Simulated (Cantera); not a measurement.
A freely propagating, adiabatic, planar premixed flame of C₃H₈ : O₂ : N₂ : CO₂ = 1 : 3.33 : 12.5 : 3.5 (molar parts), unburnt at 475 K and 143 Torr; mixture-averaged transport, grid criteria slope 0.08 and curve 0.16, no radiation.

Cantera simulation using GRI-Mech 3.0 (53 species, 325 reactions); the numbers are that mechanism's predictions, not measurements. GRI-Mech 3.0 was tuned for natural gas; its chemistry of propane as a main component is partial and can be far from experiment. Burning velocities carry a grid error of a few per cent, more on coarse grids.

Task: What does this change do: O2 3.33 to 4.2 parts?

Result: 
```tsv
quantity	before	after
laminar burning velocity	32.0 cm/s	84.4 cm/s
thermal thickness	2.95 mm	1.61 mm
peak x(O)	0.000288	0.00403
peak x(CH₄)	0.00331	0.00256
```
